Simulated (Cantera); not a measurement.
## Pyrogenic steam for wet oxidation

An isothermal, constant-pressure homogeneous reactor starts with 35.7 % H2, 23.8 % O2, 40.5 % N2, at 1148 K and 0.133 bar.

Model: the H2/O2 subset of GRI-Mech 3.0, which has no nitrogen chemistry, integrated in Cantera. The temperature is held fixed by assumption; the heat of reaction is taken as removed at once.

```
t (s)         x H2    x O2    x H2O2      x OH       x O    x H2O
--------  --------  ------  --------  --------  --------  -------
4.00e-5      0.357   0.238  4.19e-11   2.86e-9   5.85e-9  3.47e-8
0.000109     0.357   0.238  6.18e-10   2.46e-7   5.07e-7  3.89e-6
0.000299     0.148   0.152   1.68e-6   0.00693    0.0171    0.154
0.000818    0.0171  0.0805   3.64e-6   0.00383   0.00500    0.394
0.00224    0.00224  0.0731   3.23e-6   0.00107  0.000476    0.431
0.00612   0.000254  0.0725   1.16e-6  0.000325   4.67e-5    0.434
0.0167     3.14e-5  0.0724   3.31e-7  0.000126   6.58e-6    0.435
0.0458     4.86e-6  0.0724   9.54e-8   5.72e-5   1.33e-6    0.435
0.125      1.07e-6  0.0725   3.01e-8   2.94e-5   3.51e-7    0.435
0.342      3.04e-7  0.0725   1.03e-8   1.64e-5   1.09e-7    0.435
0.936      1.00e-7  0.0725   3.73e-9   9.60e-6   3.75e-8    0.435
2.56       3.85e-8  0.0725   1.47e-9   5.90e-6   1.42e-8    0.435
7.00       2.10e-8  0.0725  7.52e-10   4.17e-6   7.11e-9    0.435
```
x: mole fraction; the columns are a selection and need not sum to one.

Equilibrium at this temperature and pressure: H2 1.83e-8, O2 0.0725, H2O2 6.30e-10, OH 3.79e-6, O 5.89e-9, H2O 0.435 (gas phase only).
